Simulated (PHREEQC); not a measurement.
A solution holds 0.0098 mol/kgw CsOH, at 25 °C. Closed to the air; pH follows from the charge balance.

Computed with PHREEQC (ion-association model, wateq4f.dat).

* **pH**: 11.95
* **ionic strength**: 0.00980 mol/kgw
* **total alkalinity**: 9.80 meq/kg

```json
[
 {"species": "OH-", "molality": "0.00980", "activity": "0.00883", "log γ": "-0.045"},
 {"species": "Cs+", "molality": "0.00980", "activity": "0.00885", "log γ": "-0.044"}
]
```

Precipitation was switched off in this run.
